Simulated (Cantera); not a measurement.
Cantera run:

```python
import numpy as np
import cantera as ct

gas_names = """
    N NO NO2 NO3 N2 N2O O O2 O3 Si SiN SiO SiO2 Si2 Si2N Si3
""".split()
cond_names = """
    Si(cr) Si(L) SiO2(Lqz) SiO2(hqz) SiO2(L) Si2N2O(s) Si3N4(a)
""".split()


# ... load() reads the species with a 1 bar reference pressure and builds the phases ...
atoms = {
    'Si': {'Si': 1},
    'O2': {'O': 2},
    'N2': {'N': 2},
}
top_T = {'Si2N2O(s)': 2100, 'Si3N4(a)': 2400}  # K; cautious upper limits of use, not melting points


# ... equilibrate(T, P, feed) seeds the gas with the atoms and calls Mixture.equilibrate('TP', solver="vcs", rtol=1e-11, max_steps=5000) ...
results = []
feed = {'Si': 1, 'O2': 0.037, 'N2': 35}  # mol
for P in [0.1, 0.5, 2.5, 13, 63, 320, 1600, 7900, 40000, 200000, 1000000]:
    for T in [1048, 1198, 1348, 1498, 1648, 1798, 1948, 2098, 2248]:
        mix = equilibrate(T, P, feed)
        results.append((T, P, feed, dict(zip(mix.species_names, mix.species_moles))))

for T, P, feed, n in results:
    print(f"{T:7g} {P:10.4g}  " + (" + ".join(c for c in cond_names if n.get(c, 0) > 1e-12) or "gas only"))
```

It prints:

```
   1048        0.1  Si2N2O(s) + Si3N4(a)
   1198        0.1  Si2N2O(s) + Si3N4(a)
   1348        0.1  Si(cr)
   1498        0.1  Si(cr)
   1648        0.1  gas only
   1798        0.1  gas only
   1948        0.1  gas only
   2098        0.1  gas only
   2248        0.1  gas only
   1048        0.5  Si2N2O(s) + Si3N4(a)
   1198        0.5  Si2N2O(s) + Si3N4(a)
   1348        0.5  Si2N2O(s) + Si3N4(a)
   1498        0.5  Si(cr)
   1648        0.5  gas only
   1798        0.5  gas only
   1948        0.5  gas only
   2098        0.5  gas only
   2248        0.5  gas only
   1048        2.5  Si2N2O(s) + Si3N4(a)
   1198        2.5  Si2N2O(s) + Si3N4(a)
   1348        2.5  Si2N2O(s) + Si3N4(a)
   1498        2.5  Si(cr)
   1648        2.5  Si(cr)
   1798        2.5  gas only
   1948        2.5  gas only
   2098        2.5  gas only
   2248        2.5  gas only
   1048         13  Si2N2O(s) + Si3N4(a)
   1198         13  Si2N2O(s) + Si3N4(a)
   1348         13  Si2N2O(s) + Si3N4(a)
   1498         13  Si3N4(a)
   1648         13  Si(cr)
   1798         13  Si(L)
   1948         13  gas only
   2098         13  gas only
   2248         13  gas only
   1048         63  Si2N2O(s) + Si3N4(a)
   1198         63  Si2N2O(s) + Si3N4(a)
   1348         63  Si2N2O(s) + Si3N4(a)
   1498         63  Si2N2O(s) + Si3N4(a)
   1648         63  Si(cr)
   1798         63  Si(L)
   1948         63  gas only
   2098         63  gas only
   2248         63  gas only
   1048        320  Si2N2O(s) + Si3N4(a)
   1198        320  Si2N2O(s) + Si3N4(a)
   1348        320  Si2N2O(s) + Si3N4(a)
   1498        320  Si2N2O(s) + Si3N4(a)
   1648        320  Si3N4(a)
   1798        320  Si(L)
   1948        320  Si(L)
   2098        320  gas only
   2248        320  gas only
   1048       1600  Si2N2O(s) + Si3N4(a)
   1198       1600  Si2N2O(s) + Si3N4(a)
   1348       1600  Si2N2O(s) + Si3N4(a)
   1498       1600  Si2N2O(s) + Si3N4(a)
   1648       1600  Si2N2O(s) + Si3N4(a)
   1798       1600  Si3N4(a)
   1948       1600  Si(L)
   2098       1600  Si(L)
   2248       1600  gas only
   1048       7900  Si2N2O(s) + Si3N4(a)
   1198       7900  Si2N2O(s) + Si3N4(a)
   1348       7900  Si2N2O(s) + Si3N4(a)
   1498       7900  Si2N2O(s) + Si3N4(a)
   1648       7900  Si2N2O(s) + Si3N4(a)
   1798       7900  Si2N2O(s) + Si3N4(a)
   1948       7900  Si(L)
   2098       7900  Si(L)
   2248       7900  Si(L)
   1048      4e+04  Si2N2O(s) + Si3N4(a)
   1198      4e+04  Si2N2O(s) + Si3N4(a)
   1348      4e+04  Si2N2O(s) + Si3N4(a)
   1498      4e+04  Si2N2O(s) + Si3N4(a)
   1648      4e+04  Si2N2O(s) + Si3N4(a)
   1798      4e+04  Si2N2O(s) + Si3N4(a)
   1948      4e+04  Si3N4(a)
   2098      4e+04  Si(L)
   2248      4e+04  Si(L)
   1048      2e+05  Si2N2O(s) + Si3N4(a)
   1198      2e+05  Si2N2O(s) + Si3N4(a)
   1348      2e+05  Si2N2O(s) + Si3N4(a)
   1498      2e+05  Si2N2O(s) + Si3N4(a)
   1648      2e+05  Si2N2O(s) + Si3N4(a)
   1798      2e+05  Si2N2O(s) + Si3N4(a)
   1948      2e+05  Si2N2O(s) + Si3N4(a)
   2098      2e+05  Si3N4(a)
   2248      2e+05  Si(L)
   1048      1e+06  Si2N2O(s) + Si3N4(a)
   1198      1e+06  Si2N2O(s) + Si3N4(a)
   1348      1e+06  Si2N2O(s) + Si3N4(a)
   1498      1e+06  Si2N2O(s) + Si3N4(a)
   1648      1e+06  Si2N2O(s) + Si3N4(a)
   1798      1e+06  Si2N2O(s) + Si3N4(a)
   1948      1e+06  Si2N2O(s) + Si3N4(a)
   2098      1e+06  Si2N2O(s) + Si3N4(a)
   2248      1e+06  Si3N4(a)
```

Equilibrium computed with Cantera from the NASA thermochemical tables; the gas is ideal and each condensed phase is pure. N2 is the only nitrogen source here; it is nearly inert below about 1500 K, so the nitride shown seldom forms there in practice. Mutual solubility and eutectic melting of coexisting phases are not modelled.
